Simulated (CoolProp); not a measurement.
Sulfur dioxide along the isobar 10.7 MPa: fugacity coefficient from the reference equation and from simpler models built on Tc = 157.5 °C, pc = 7.887 MPa, ω = 0.256; each cubic takes its own stable root.

The numbers come from the reference Helmholtz-energy equation of state, Gao 2016 in CoolProp.

```json
[
 {"T (°C)": "148.95", "phase": "liquid", "reference": "0.4711", "van der Waals": "0.5356", "Redlich-Kwong": "0.4951", "Soave-Redlich-Kwong": "0.4881", "Peng-Robinson": "0.4676"},
 {"T (°C)": "159.15", "phase": "supercritical", "reference": "0.5236", "van der Waals": "0.5683", "Redlich-Kwong": "0.5383", "Soave-Redlich-Kwong": "0.5396", "Peng-Robinson": "0.5171"},
 {"T (°C)": "169.45", "phase": "supercritical", "reference": "0.5751", "van der Waals": "0.6000", "Redlich-Kwong": "0.5795", "Soave-Redlich-Kwong": "0.5885", "Peng-Robinson": "0.5641"},
 {"T (°C)": "179.75", "phase": "supercritical", "reference": "0.6201", "van der Waals": "0.6300", "Redlich-Kwong": "0.6165", "Soave-Redlich-Kwong": "0.6304", "Peng-Robinson": "0.6044"},
 {"T (°C)": "190.05", "phase": "supercritical", "reference": "0.6552", "van der Waals": "0.6572", "Redlich-Kwong": "0.6473", "Soave-Redlich-Kwong": "0.6640", "Peng-Robinson": "?"},
 {"T (°C)": "200.35", "phase": "supercritical", "reference": "0.6840", "van der Waals": "?", "Redlich-Kwong": "0.6729", "Soave-Redlich-Kwong": "0.6923", "Peng-Robinson": "0.6644"},
 {"T (°C)": "210.65", "phase": "supercritical", "reference": "0.7091", "van der Waals": "0.7006", "Redlich-Kwong": "0.6952", "Soave-Redlich-Kwong": "0.7171", "Peng-Robinson": "?"},
 {"T (°C)": "220.95", "phase": "supercritical", "reference": "0.7313", "van der Waals": "0.7182", "Redlich-Kwong": "0.7150", "Soave-Redlich-Kwong": "0.7393", "Peng-Robinson": "0.7107"},
 {"T (°C)": "231.25", "phase": "supercritical", "reference": "0.7513", "van der Waals": "0.7341", "Redlich-Kwong": "0.7331", "Soave-Redlich-Kwong": "0.7595", "Peng-Robinson": "?"},
 {"T (°C)": "241.55", "phase": "supercritical", "reference": "0.7695", "van der Waals": "0.7486", "Redlich-Kwong": "0.7495", "Soave-Redlich-Kwong": "?", "Peng-Robinson": "0.7490"},
 {"T (°C)": "251.85", "phase": "supercritical", "reference": "0.7861", "van der Waals": "0.7619", "Redlich-Kwong": "0.7646", "Soave-Redlich-Kwong": "0.7949", "Peng-Robinson": "0.7660"}
]
```

Task: Complete the blanks.

Result: 
- 190.05, Peng-Robinson: 0.6368
- 200.35, van der Waals: 0.6805
- 210.65, Peng-Robinson: 0.6888
- 231.25, Peng-Robinson: 0.7307
- 241.55, Soave-Redlich-Kwong: 0.7779
